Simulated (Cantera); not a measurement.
An isothermal, constant-pressure homogeneous reactor starts with H₂ : O₂ : N₂ = 0.033 : 1 : 0.13 (molar parts), at 1473 K and 0.00240 bar.

Computed with Cantera and GRI-Mech 3.0 (53 species, 325 reactions). Radical loss at walls, strong at low pressure, is not modelled.

One state of this run: x H₂ = 0.000249; x O₂ = 0.840; x OH = 0.00363; x HO₂ = 1.42e-7; x NO₂ = 1.60e-12. x: mole fraction; the columns are a selection and need not sum to one.

Which value of t (s) does it belong to?
(A) 1.74
(B) 3.00e-5
(C) 0.000689
(D) 0.00330

A, 1.74
